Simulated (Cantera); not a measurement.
## Premixed flame

A freely propagating, adiabatic, planar premixed flame of 50.5 % H2, 9.70 % O2, 39.8 % N2, equivalence ratio 2.6, unburnt at 650 K and 825 Torr; mixture-averaged transport, grid criteria slope 0.08 and curve 0.16, no radiation.

Computed with Cantera and the H2/O2 subset of GRI-Mech 3.0, which has no nitrogen chemistry. Burning velocities carry a grid error of a few per cent, more on coarse grids.

```tsv
z (mm)	T (K)	u (m/s)	x H2	x O2	x HO2	x H2O2	x H	x OH
-1.32	650	9.24	0.505	0.0970	<1e-8	<1e-8	<1e-8	<1e-8
-0.878	650	9.24	0.505	0.0970	<1e-8	<1e-8	<1e-8	<1e-8
-0.658	650	9.24	0.505	0.0970	1.65e-8	<1e-8	<1e-8	<1e-8
-0.439	650	9.24	0.505	0.0970	2.79e-6	<1e-8	6.40e-7	<1e-8
-0.219	682	9.65	0.500	0.0965	0.000206	3.04e-6	0.000658	8.20e-5
-0.110	879	12.2	0.470	0.0900	0.000127	3.98e-6	0.00997	0.000428
0	1228	16.6	0.382	0.0557	5.63e-5	1.09e-6	0.0474	0.00150
0.110	1464	19.7	0.309	0.0137	1.35e-5	4.87e-7	0.0777	0.00216
0.219	1564	20.9	0.294	0.00234	2.21e-6	2.71e-7	0.0796	0.00210
0.439	1661	22.1	0.298	0.000203	1.95e-7	1.90e-7	0.0693	0.00221
0.878	1762	23.3	0.308	9.39e-5	9.63e-8	1.25e-7	0.0552	0.00223
1.76	1861	24.4	0.317	5.73e-5	6.20e-8	6.96e-8	0.0408	0.00202
3.51	1946	25.3	0.325	2.95e-5	3.53e-8	3.46e-8	0.0280	0.00163
```
x: mole fraction of selected species; z is measured from the peak of heat release.

```json
{
  "laminar_burning_velocity": "924 cm/s",
  "thermal_thickness": "0.439 mm",
  "peak x(HO2)": "0.000207",
  "peak x(H2O2)": "4.85e-6",
  "peak x(H)": "0.0806",
  "peak x(OH)": "0.00224"
}
```
